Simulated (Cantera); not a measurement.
Input (Python, Cantera):

```python
import numpy as np
import cantera as ct

gas = ct.Solution("gri30.yaml")


def delay(T, t_max=10):
    gas.TPX = T, 2200000, {'CO': 1, 'H2': 0.2, 'CH4': 0.049, 'O2': 1.75, 'N2': 6.56}
    reactor = ct.IdealGasReactor(gas, clone=False)
    net = ct.ReactorNet([reactor])
    net.rtol, net.atol = 1e-8, 1e-16
    while net.time < t_max:
        t_old, T_old = net.time, reactor.T
        net.step()
        if reactor.T > T + 400:  # ignition: a rise of 400 K
            return t_old + (T + 400 - T_old) / (reactor.T - T_old) * (net.time - t_old)
    return np.nan


taus = []
for T in [875, 975, 1075, 1175, 1275, 1375, 1475, 1575, 1675, 1775]:
    taus.append(delay(T))
    print(f"T0 = {T:6g} K   tau = {taus[-1]:.4e} s")
```

It prints:

```
T0 =    875 K   tau = 1.5039e-01 s
T0 =    975 K   tau = 1.0599e-02 s
T0 =   1075 K   tau = 1.1851e-03 s
T0 =   1175 K   tau = 1.8836e-04 s
T0 =   1275 K   tau = 4.0019e-05 s
T0 =   1375 K   tau = 1.1476e-05 s
T0 =   1475 K   tau = 4.7747e-06 s
T0 =   1575 K   tau = 2.7670e-06 s
T0 =   1675 K   tau = 1.9612e-06 s
T0 =   1775 K   tau = 1.5596e-06 s
```

Computed with Cantera and GRI-Mech 3.0 (53 species, 325 reactions). The pressure lies above the range GRI-Mech 3.0 was tuned for (to about 10 atm). Below about 1000 K GRI-Mech 3.0 lacks low-temperature oxidation paths. Below about 950 K walls govern HO2 and H2O2 in real vessels.
